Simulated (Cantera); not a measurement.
Feed: 1 mol Si(CH3)4, 500 mol H2, at 1973 K and 0.740 bar.

Cantera equilibrium calculation (NASA polynomials, part measured and part estimated; ideal gas, pure solids and liquids). Candidate condensed phases: C, C6H6, C7H8, C8H18, Si, SiC; 87 gas species. Rates play no part.

Base state: H2 0.997, H 0.00157, C2H2 (acetylene) 0.000639, CH4 0.000336, CH3 1.05e-5 (mole fractions); condensed: C(graphite) + SiC(s).

Q: What changes in the equilibrium state with this change: temperature from 1973 K to 2023.15 K?

A: 
```json
[
 {"species": "H2", "before": "0.997", "after": "0.997"},
 {"species": "H", "before": "0.00157", "after": "0.00221"},
 {"species": "C2H2 (acetylene)", "before": "0.000639", "after": "0.000891"},
 {"species": "CH3", "before": "1.05e-5", "after": "1.28e-5"},
 {"species": "CH4", "before": "0.000336", "after": "0.000294"},
 {"species": "C(graphite), mol", "before": "2.18", "after": "1.94"},
 {"species": "SiC(s), mol", "before": "0.996", "after": "0.992"}
]
```
